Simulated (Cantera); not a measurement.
Equilibrium for iron carbonyl, mercury and lead vapours: HgO + H2

Charge: 1 mol HgO, a varied amount of H2, equilibrated at 1325 K and 0.310 bar.

These are equilibrium values from Cantera (NASA tables, ideal gas, pure condensed phases), not measurements of a reactor. Candidate condensed phases: H2O, Hg, HgO; 10 gas species. The numbers say what is thermodynamically allowed, not how fast it happens.

```json
[
 {"n(H2) (mol)": "0.53", "x H2": "1.98e-7", "x Hg": "0.567", "x H2O": "0.300", "x O2": "0.133", "x OH": "2.89e-5", "x H": "1.31e-9", "x O": "1.81e-7"},
 {"n(H2) (mol)": "0.91", "x H2": "7.39e-7", "x Hg": "0.512", "x H2O": "0.465", "x O2": "0.0230", "x OH": "2.32e-5", "x H": "2.53e-9", "x O": "7.50e-8"},
 {"n(H2) (mol)": "1.6", "x H2": "0.231", "x Hg": "0.385", "x H2O": "0.385", "x O2": "<1e-12", "x OH": "3.43e-8", "x H": "1.41e-6", "x O": "<1e-12"},
 {"n(H2) (mol)": "2.7", "x H2": "0.459", "x Hg": "0.270", "x H2O": "0.270", "x O2": "<1e-12", "x OH": "1.71e-8", "x H": "1.99e-6", "x O": "<1e-12"},
 {"n(H2) (mol)": "4.7", "x H2": "0.649", "x Hg": "0.175", "x H2O": "0.175", "x O2": "<1e-12", "x OH": "9.33e-9", "x H": "2.37e-6", "x O": "<1e-12"},
 {"n(H2) (mol)": "8.1", "x H2": "0.780", "x Hg": "0.110", "x H2O": "0.110", "x O2": "<1e-12", "x OH": "5.33e-9", "x H": "2.59e-6", "x O": "<1e-12"},
 {"n(H2) (mol)": "14", "x H2": "0.867", "x Hg": "0.0667", "x H2O": "0.0667", "x O2": "<1e-12", "x OH": "3.07e-9", "x H": "2.73e-6", "x O": "<1e-12"},
 {"n(H2) (mol)": "24", "x H2": "0.920", "x Hg": "0.0400", "x H2O": "0.0400", "x O2": "<1e-12", "x OH": "1.79e-9", "x H": "2.82e-6", "x O": "<1e-12"},
 {"n(H2) (mol)": "42", "x H2": "0.953", "x Hg": "0.0233", "x H2O": "0.0233", "x O2": "<1e-12", "x OH": "1.02e-9", "x H": "2.87e-6", "x O": "<1e-12"},
 {"n(H2) (mol)": "72", "x H2": "0.973", "x Hg": "0.0137", "x H2O": "0.0137", "x O2": "<1e-12", "x OH": "5.95e-10", "x H": "2.90e-6", "x O": "<1e-12"}
]
```
x: gas mole fraction; nothing condenses.

From 0.53 mol H2 to 72 mol H2 nothing is condensed. The main Hg-bearing gas is Hg throughout.
